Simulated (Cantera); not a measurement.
Cantera run, input and output.

```python
import numpy as np
import cantera as ct

gas = ct.Solution("gri30.yaml")
gas.TPX = 400, 1800000, {'CO': 1, 'H2': 0.063, 'O2': 1.16, 'N2': 4.34, 'H2O': 0.2}
inlet = ct.Reservoir(gas, clone=True)
gas.equilibrate("HP")  # start burning
reactor = ct.IdealGasConstPressureReactor(gas, energy="on", clone=False)
exhaust = ct.Reservoir(gas, clone=True)
tau = [0.41, 0.15, 0.058, 0.022, 0.0084, 0.0032, 0.0012, 0.00046, 0.00017, 6.5e-05, 2.5e-05][0]
for a, b in ((inlet, reactor), (reactor, exhaust)):
    ct.MassFlowController(a, b, mdot=lambda t: reactor.mass / tau)
net = ct.ReactorNet([reactor])
show = ['CO', 'H2', 'O2', 'OH', 'NO', 'H2O']

rows = []
print(f"{'tau/s':>10s}{'T/K':>9s}" + "".join(f"{s:>11s}" for s in show))
for tau in [0.41, 0.15, 0.058, 0.022, 0.0084, 0.0032, 0.0012, 0.00046, 0.00017, 6.5e-05, 2.5e-05]:
    net.initial_time = 0.0
    net.advance(30 * tau)
    before = gas.X
    net.advance(40 * tau)
    drift = np.max(np.abs(gas.X - before) / (gas.X + 1e-9))
    rows.append([gas.T, *gas[show].X, drift])
    print(f"{tau:10.3e}{gas.T:9.1f}" + "".join(f"{x:11.3e}" for x in gas[show].X))
```

Result:

```
     tau/s      T/K         CO         H2         O2         OH         NO        H2O
 4.100e-01   1708.9  7.589e-05  1.527e-06  1.008e-01  1.188e-04  2.074e-05  4.214e-02
 1.500e-01   1708.2  1.657e-04  2.650e-06  1.009e-01  1.384e-04  1.301e-05  4.213e-02
 5.800e-02   1706.8  3.407e-04  4.817e-06  1.010e-01  1.686e-04  1.053e-05  4.211e-02
 2.200e-02   1704.1  6.987e-04  9.148e-06  1.011e-01  2.124e-04  1.001e-05  4.207e-02
 8.400e-03   1698.6  1.421e-03  1.756e-05  1.014e-01  2.682e-04  1.023e-05  4.202e-02
 3.200e-03   1687.4  2.938e-03  3.425e-05  1.021e-01  3.317e-04  1.008e-05  4.193e-02
 1.200e-03   1661.5  6.503e-03  7.006e-05  1.036e-01  3.804e-04  8.199e-06  4.178e-02
 4.600e-04    400.0  1.479e-01  9.315e-03  1.715e-01  4.923e-28 -1.695e-22  2.957e-02
 1.700e-04    400.0  1.479e-01  9.315e-03  1.715e-01  4.954e-28  4.546e-27  2.957e-02
 6.500e-05    400.0  1.479e-01  9.315e-03  1.715e-01  4.393e-28  2.871e-28  2.957e-02
 2.500e-05    400.0  1.479e-01  9.315e-03  1.715e-01  3.402e-28  1.814e-29  2.957e-02
```

Cantera simulation using GRI-Mech 3.0 (53 species, 325 reactions); the numbers are that mechanism's predictions, not measurements. The hydrogen kinetics of GRI-Mech 3.0 are dated; newer H2 mechanisms differ, most at raised pressure. The pressure lies above the range GRI-Mech 3.0 was tuned for (to about 10 atm).
